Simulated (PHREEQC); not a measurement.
Make-up at 25 °C: 42 mmol/kgw NaHCO3, 1 mmol/kgw NaF and 13 mmol/kgw KCl. Closed to the air; pH follows from the charge balance.

Equilibrium calculation in PHREEQC: ion-association model, phreeqc.dat.

| quantity | before | after |
|---|---|---|
| pH | 8.10 | 10.52 |
| ionic strength (mol/kgw) | 0.0556 | 0.110 |
| NaF (mol/kgw) | 1.55e-5 | 1.18e-5 |
| HF (mol/kgw) | 9.29e-9 | 3.32e-11 |

Question: Name the change that produced these shifts.
A) 0.034 mol/kgw TMAH added
B) diluted 10-fold with water
C) NaHCO3 left out
D) temperature from 25 to 60 °C
E) KCl left out

Answer: A, 0.034 mol/kgw TMAH added

This is a speciation only: nothing precipitates in the calculation. (CH3)4N+ isn't in the database: it is added as a free cation with an ion size of 4 Å.
